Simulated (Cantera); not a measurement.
## Equilibrium for hydrogen reduction and annealing atmospheres: TiO2 + H2 + H2O

Feed: 1 mol TiO2, a varied amount of H2, 0.22 mol H2O, at 1723.15 K and 7.50 Torr.

Equilibrium computed with Cantera from the NASA thermochemical tables; the gas is ideal and each condensed phase is pure. Candidate condensed phases: H2O, Ti, TiO, TiO2, Ti2O3, Ti3O5, Ti4O7; 12 gas species. Mutual solubility and eutectic melting of coexisting phases are not modelled. Rates play no part.

```tsv
n(H2) (mol)	log p H2	log p H	log p H2O	log p OH	log p TiO	log p TiO2	n Ti3O5(s)	n Ti2O3(s)
340	-2.00	-4.74	-4.79	-8.79	-9.26	-9.73	0.333	0
440	-2.00	-4.74	-4.90	-8.90	-9.19	-9.76	0.333	0
540	-2.00	-4.74	-4.94	-8.94	-9.16	-9.78	0.202	0.197
640	-2.00	-4.74	-4.95	-8.95	-9.16	-9.78	0	0.500
740	-2.00	-4.74	-5.01	-9.01	-9.13	-9.81	0	0.500
840	-2.00	-4.74	-5.07	-9.07	-9.10	-9.84	0	0.500
940	-2.00	-4.74	-5.12	-9.12	-9.07	-9.87	0	0.500
1000	-2.00	-4.74	-5.14	-9.14	-9.06	-9.88	0	0.500
1100	-2.00	-4.74	-5.18	-9.18	-9.04	-9.90	0	0.500
1200	-2.00	-4.74	-5.22	-9.22	-9.02	-9.92	0	0.500
1300	-2.00	-4.74	-5.26	-9.26	-9.00	-9.94	0	0.500
1400	-2.00	-4.74	-5.29	-9.29	-8.99	-9.95	0	0.500
```
log p: log10 of the partial pressure in bar; n: condensed amount in mol.

From 340 mol H2 to 440 mol H2 the condensed part is Ti3O5(s). At 540 mol H2 the condensed part is Ti2O3(s) + Ti3O5(s). From 640 mol H2 to 1400 mol H2 the condensed part is Ti2O3(s). The main Ti-bearing gas is TiO throughout.
